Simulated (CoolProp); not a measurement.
A single-stage vapour-compression cycle with the fluid: evaporating at 326.15 K (dew point), condensing at 374.15 K (bubble point), superheat 5 K, subcooling 2 K, compressor efficiency 0.8, no pressure losses. The same conditions are run with several fluids, on thermodynamics alone (safety and materials aside).

Model: reference Helmholtz-energy equation of state of each fluid (1,2-dichloroethane: Thol 2015; R11: Jacobsen 1992; n-butane: Bücker 2006; sulfur dioxide: Gao 2016; R113: Marx 1992; R1233zd(E): Akasaka 2022), in CoolProp.

| fluid | cooling COP | pressure ratio | discharge temperature (K) | refrigerating effect (kJ/kg) | volumetric capacity (kJ/m³) |
|---|---|---|---|---|---|
| 1,2-dichloroethane | 4.86 | 4.86 | 399.4 | 282 | ? |
| R11 | ? | ? | 387.2 | 130 | 1780 |
| n-butane | 3.93 | 2.90 | 374.8 | 211 | 2720 |
| sulfur dioxide | 4.34 | 3.10 | 433.7 | 259 | 6210 |
| R113 | 4.39 | 3.70 | 374.1 | ? | 871 |
| R1233zd(E) | 4.19 | 3.32 | 377.3 | 120 | 2000 |

Fill in the missing entries.


- 1,2-dichloroethane, volumetric capacity (kJ/m³): 360
- R11, cooling COP: 4.55
- R11, pressure ratio: 3.27
- R113, refrigerating effect (kJ/kg): 101

The compression ends wet for: R113.
